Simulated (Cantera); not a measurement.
An isothermal, constant-pressure homogeneous reactor starts with CH4 : N2 = 1 : 58 (molar parts), at 1323 K and 0.00140 bar. Integrator tolerance rtol = 1e-08.

Model: GRI-Mech 3.0 (53 species, 325 reactions), integrated in Cantera. GRI-Mech 3.0 stops at C3 and has no aromatics, soot or wall deposition, so with more carbon than oxygen in the feed, carbon stays in small species such as C2H2 where larger ones or solid carbon would form. Radical loss at walls, strong at low pressure, is not modelled.

What does this change do: temperature 1323 to 1675 K?


| quantity | before | after |
|---|---|---|
| x(CH4) at 5.00 s | 0.0169 (gas-phase equilibrium 1.43e-6) | 0.00688 (gas-phase equilibrium 2.33e-8) |
| x(CH3) at 5.00 s | 1.33e-6 (gas-phase equilibrium 7.62e-9) | 0.000323 (gas-phase equilibrium 9.40e-9) |
| x(C2H2) at 5.00 s | 7.18e-11 (gas-phase equilibrium 0.00123) | 0.00455 (gas-phase equilibrium 0.000746) |
| x(C2H4) at 5.00 s | 9.22e-9 (gas-phase equilibrium 9.00e-8) | 0.000239 (gas-phase equilibrium 1.52e-9) |
| x(C2H6) at 5.00 s | 1.72e-9 (gas-phase equilibrium <1e-12) | 1.88e-7 (gas-phase equilibrium <1e-12) |
| x(H) at 5.00 s | 5.51e-10 (gas-phase equilibrium 6.75e-6) | 3.75e-5 (gas-phase equilibrium 0.000492) |

What does this change do: temperature 1323 to 1600 K?


```csv
quantity,before,after
x(CH4) at 5.00 s,0.0169 (gas-phase equilibrium 1.43e-6),0.0136 (gas-phase equilibrium 4.84e-8)
x(CH3) at 5.00 s,1.33e-6 (gas-phase equilibrium 7.62e-9),0.000324 (gas-phase equilibrium 9.12e-9)
x(C2H2) at 5.00 s,7.18e-11 (gas-phase equilibrium 0.00123),0.000951 (gas-phase equilibrium 0.000817)
x(C2H4) at 5.00 s,9.22e-9 (gas-phase equilibrium 9.00e-8),0.000562 (gas-phase equilibrium 3.14e-9)
x(C2H6) at 5.00 s,1.72e-9 (gas-phase equilibrium <1e-12),5.95e-7 (gas-phase equilibrium <1e-12)
x(H) at 5.00 s,5.51e-10 (gas-phase equilibrium 6.75e-6),7.41e-6 (gas-phase equilibrium 0.000231)
```
